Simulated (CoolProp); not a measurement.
Model: reference Helmholtz-energy equation of state, Lemmon 2006, in CoolProp. It is a short technical equation, of lower accuracy than the large ones.

**Question.** For acetone, give the phase and the cp (kJ/(kg K)), cv (kJ/(kg K)), speed of sound (m/s), fugacity coefficient at 368.7 K and 0.101 MPa; 380.1 K and 0.101 MPa.

**Answer.** 
- 368.7 K and 0.101 MPa: gas; cp 1.58, cv 1.40, speed of sound 236, fugacity coefficient 0.971
- 380.1 K and 0.101 MPa: gas; cp 1.59, cv 1.43, speed of sound 240, fugacity coefficient 0.974
